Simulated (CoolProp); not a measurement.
Saturation properties of ammonia.

Values from CoolProp's reference Helmholtz-energy equation of state, Gao 2020.

| T (K) | p (MPa) | enthalpy of vaporisation (kJ/kg) | liquid cp (kJ/(kg K)) |
|---|---|---|---|
| 311.6 | 1.489 | 1107 | 4.915 |
| 314.2 | 1.600 | 1095 | 4.946 |
| 316.8 | 1.718 | 1082 | 4.979 |
| 319.4 | ___ | 1070 | 5.014 |
| 321.9 | 1.968 | 1057 | 5.050 |
| 324.5 | 2.105 | ___ | 5.090 |
| 327.1 | 2.250 | 1031 | 5.132 |
| 329.6 | 2.395 | 1017 | 5.176 |
| 332.2 | 2.554 | 1003 | 5.224 |
| 334.8 | 2.721 | 988.5 | 5.276 |
| 337.3 | 2.889 | 974.2 | ___ |
| 339.9 | 3.072 | 959.0 | 5.390 |
| 342.5 | 3.263 | 943.3 | 5.455 |
| 345.1 | ___ | ___ | 5.525 |
| 347.6 | 3.664 | 911.2 | 5.599 |

Question: Complete the blanks.

Answer: 
- 319.4, p (MPa): 1.842
- 324.5, enthalpy of vaporisation (kJ/kg): 1044
- 337.3, liquid cp (kJ/(kg K)): 5.329
- 345.1, p (MPa): 3.463
- 345.1, enthalpy of vaporisation (kJ/kg): 927.2

It boils at 239.8 K under 1 atm.
